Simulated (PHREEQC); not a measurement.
Make-up at 20 °C: 37 mmol/kgw KHSO4, 2.5 mmol/kgw KH2PO4 and 15 mmol/kgw Na2SO4. Closed to the air; pH follows from the charge balance.

All values are PHREEQC results (ion-association model, wateq4f.dat), not measurements.

Precipitation was switched off in this run.

Question: Order these S species by the share of S that they hold, largest first: SO4-2, NaSO4-, KSO4-, HSO4-.

Answer: SO4-2 (58 %), HSO4- (34 %), KSO4- (4.8 %), NaSO4- (2.9 %)

The pH is 1.84 and the ionic strength 0.113 mol/kgw. Species that the database lacks are ignored. H3PO4, which wateq4f.dat lacks, is added to it with the constant of phreeqc.dat.
